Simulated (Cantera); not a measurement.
# Reactions in the system H-N-V

Cantera with NASA thermochemical tables; ideal gases at 1 bar, condensed phases pure. Values are per mole of reaction as written; species without (g) are pure solids or liquids, kept so even where they would boil at 1 bar. VN: taken at fixed stoichiometry.

NH3(g) + V → 3 H(g) + VN

```csv
T (K),ΔH° (kJ),ΔS° (J/K),ΔG° (kJ),log10 K
448,488.8,176.2,409.9,-47.79
548,492.8,184.2,391.9,-37.35
648,496.6,190.5,373.1,-30.08
748,500.2,195.7,353.8,-24.71
848,503.6,200.0,334.0,-20.57
948,506.7,203.5,313.8,-17.29
1048,509.7,206.5,293.3,-14.62
1148,512.5,209.0,272.6,-12.40
```
